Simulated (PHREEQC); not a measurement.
Make-up at 25 °C: 0.044 mol ZnSO4 and 0.0136 mol KCl per kg of water. Closed to the air; pH follows from the charge balance.

The numbers come from PHREEQC with the ion-association model, phreeqc.dat.

Precipitation was switched off in this run.

### Question
Order these Zn species by the share of Zn that they hold, largest first: ZnCl+, Zn(SO4)2-2, ZnSO4, Zn+2.

### Answer
Zn+2 (56 %), ZnSO4 (36 %), Zn(SO4)2-2 (6.5 %), ZnCl+ (0.73 %)

The pH is 5.57 and the ionic strength 0.112 mol/kgw. Species that the database lacks are ignored.
